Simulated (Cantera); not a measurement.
Standard-state values (1 bar) from the NASA 1993 polynomials, evaluated with Cantera. Values are per mole of reaction as written; species without (g) are pure solids or liquids, kept so even where they would boil at 1 bar.

### Question
Between 300 and 2075 K, where is each reaction favourable under standard conditions?
- 2 V₂O₄ + H₂O₂(g) = 2 H(g) + 2 V₂O₅

### Answer
- 2 V₂O₄ + H₂O₂(g) = 2 H(g) + 2 V₂O₅: ΔG° is 311 kJ at 300 K and 134 kJ at 2075 K; it stays positive (K < 1). ΔH° is 226 kJ and ΔS° 44 J/K at 2075 K.
